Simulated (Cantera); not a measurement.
Charge: 1 mol Si3N4, 0.78 mol CO2, a varied amount of H2, held at 1800 K and 0.00460 bar.

Cantera equilibrium calculation (NASA polynomials, part measured and part estimated; ideal gas, pure solids and liquids). Candidate condensed phases: C, C6H6, C7H8, C8H18, H2O, Si, SiC, SiO2, Si2N2O, Si3N4; 151 gas species. Mutual solubility and eutectic melting of coexisting phases are not modelled. Gases not in the tables: Si2H6 and higher silanes. The numbers say what is thermodynamically allowed, not how fast it happens.

Problem. At 6.6 mol H2, list the 5 most abundant gas species with their mole fractions, and the condensed phases.

Solution. H2 0.646, N2 0.196, SiO 0.139, CO 0.0145, H 0.00424. Condensed: Si(l) + SiC(s).
